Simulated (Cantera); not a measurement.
Input (Python, Cantera):

```python
import numpy as np
import cantera as ct

gas = ct.Solution("gri30.yaml")


def delay(T, t_max=10):
    gas.TPX = T, 1000000, {'CH4': 1, 'H2': 0.19, 'O2': 5.24, 'N2': 24.1}
    reactor = ct.IdealGasReactor(gas, clone=False)
    net = ct.ReactorNet([reactor])
    net.rtol, net.atol = 1e-8, 1e-16
    while net.time < t_max:
        t_old, T_old = net.time, reactor.T
        net.step()
        if reactor.T > T + 400:  # ignition: a rise of 400 K
            return t_old + (T + 400 - T_old) / (reactor.T - T_old) * (net.time - t_old)
    return np.nan


taus = []
for T in [1123, 1173, 1223, 1273, 1323, 1373, 1423, 1473]:
    taus.append(delay(T))
    print(f"T0 = {T:6g} K   tau = {taus[-1]:.4e} s")
```

It prints:

```
T0 =   1123 K   tau = 2.6169e-03 s
T0 =   1173 K   tau = 1.3442e-03 s
T0 =   1223 K   tau = 7.7240e-04 s
T0 =   1273 K   tau = 4.7608e-04 s
T0 =   1323 K   tau = 3.0568e-04 s
T0 =   1373 K   tau = 2.0130e-04 s
T0 =   1423 K   tau = 1.3506e-04 s
T0 =   1473 K   tau = 9.2128e-05 s
```

Computed with Cantera and GRI-Mech 3.0 (53 species, 325 reactions).
